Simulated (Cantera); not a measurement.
A closed system holds: 1 mol SiHCl3, 3.2 mol HCl, 480 mol H2, held at 700 °C.

These are equilibrium values from Cantera (NASA tables, ideal gas, pure condensed phases), not measurements of a reactor. Candidate condensed phases: Si; 19 gas species. Kinetics and transport are ignored.

**Question.** What share of the Si ends up in condensed phases as a function of P (Pa), at 100, 350, 1300, 4500, 16000, 56000, 200000?

**Answer.** 
| P (Pa) | Si condensed (%) | as |
|---|---|---|
| 100 | 74.1 | Si(s) |
| 350 | 57.7 | Si(s) |
| 1300 | 33.8 | Si(s) |
| 4500 | 8.7 | Si(s) |
| 16000 | 0.0 | - |
| 56000 | 0.0 | - |
| 200000 | 0.0 | - |
